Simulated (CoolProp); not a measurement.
Octamethylcyclotetrasiloxane (D4) along the isotherm 346.85 °C: fugacity coefficient from the reference equation and from simpler models built on Tc = 313.4 °C, pc = 13.47 bar, ω = 0.598; each cubic takes its own stable root.

Values from CoolProp's reference Helmholtz-energy equation of state, Thol 2015.

```csv
p (bar),phase,reference,van der Waals,Redlich-Kwong
0.213,gas,0.9955,0.9959,0.9954
0.344,gas,0.9928,0.9934,0.9926
0.556,gas,0.9883,0.9893,0.9881
0.898,gas,0.9812,0.9827,0.9807
1.45,gas,0.9696,0.9722,0.9690
2.34,gas,0.9512,0.9552,0.9502
3.79,gas,0.9214,0.9275,0.9198
6.12,gas,0.8742,0.8833,0.8717
9.89,gas,0.7996,0.8114,0.7953
16,supercritical,0.6821,0.6880,0.6718
25.8,supercritical,0.5161,0.5171,0.5020
41.7,supercritical,0.3867,0.4086,0.3822
67.4,supercritical,0.3131,0.3595,0.3150
```
